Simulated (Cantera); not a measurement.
Cantera run, input and output.

```python
import numpy as np
import cantera as ct

gas = ct.Solution("gri30.yaml")
gas.TPX = 2200, 9500, {'CH4': 0.018, 'H2': 1, 'H': 0.079}
reactor = ct.IdealGasConstPressureReactor(gas, energy="off", clone=False)
net = ct.ReactorNet([reactor])
net.rtol, net.atol = 1e-08, 1e-18
show = ['CH4', 'H2', 'H', 'C2H', 'CH3']
times = np.geomspace(4e-06, 100, 9)

steps = ct.SolutionArray(gas, extra=["t"])
rows = []
print(f"{'t/s':>10s}{'T/K':>9s}{'P/Pa':>11s}" + "".join(f"{s:>11s}" for s in show))
for t in times:
    while net.time < t:
        t_next = net.step()
        steps.append(gas.state, t=t_next)
    rows.append([np.interp(t, steps.t, y) for y in (steps.T, steps.P, *steps(*show).X.T)])
    print(f"{t:10.3e}{rows[-1][0]:9.1f}{rows[-1][1]:11.4g}" + "".join(f"{x:11.3e}" for x in rows[-1][2:]))
rate = np.gradient(steps.T, steps.t)
print("integrator steps:", len(steps.t))
if steps.T.max() > steps.T[0] + 200:
    print(f"time of steepest temperature rise: {steps.t[rate.argmax()]:.4e} s")
gas.TPX = 2200, 9500, {'CH4': 0.018, 'H2': 1, 'H': 0.079}
gas.equilibrate("TP")
print(f"equilibrium (TP): T = {gas.T:.1f} K  " + "  ".join(f"{s} {gas[s].X[0]:.3e}" for s in show))
```

It prints:

```
       t/s      T/K       P/Pa        CH4         H2          H        C2H        CH3
 4.000e-06   2200.0       9500  7.240e-03  9.221e-01  6.165e-02  2.750e-07  8.301e-03
 3.364e-05   2200.0       9500  4.920e-03  9.326e-01  5.386e-02  5.556e-06  5.239e-03
 2.828e-04   2200.0       9500  1.572e-03  9.485e-01  4.185e-02  1.021e-05  1.302e-03
 2.378e-03   2200.0       9500  3.275e-04  9.580e-01  3.346e-02  9.582e-06  2.165e-04
 2.000e-02   2200.0       9500  8.630e-05  9.682e-01  2.351e-02  6.879e-06  3.982e-05
 1.682e-01   2200.0       9500  4.463e-05  9.735e-01  1.818e-02  5.326e-06  1.587e-05
 1.414e+00   2200.0       9500  4.276e-05  9.735e-01  1.816e-02  5.322e-06  1.519e-05
 1.189e+01   2200.0       9500  4.276e-05  9.735e-01  1.816e-02  5.322e-06  1.519e-05
 1.000e+02   2200.0       9500  4.276e-05  9.735e-01  1.816e-02  5.322e-06  1.519e-05
integrator steps: 1195
equilibrium (TP): T = 2200.0 K  CH4 4.289e-05  H2 9.735e-01  H 1.816e-02  C2H 5.322e-06  CH3 1.524e-05
```

Cantera simulation using GRI-Mech 3.0 (53 species, 325 reactions); the numbers are that mechanism's predictions, not measurements. GRI-Mech 3.0 stops at C3 and has no aromatics, soot or wall deposition, so with more carbon than oxygen in the feed, carbon stays in small species such as C2H2 where larger ones or solid carbon would form.
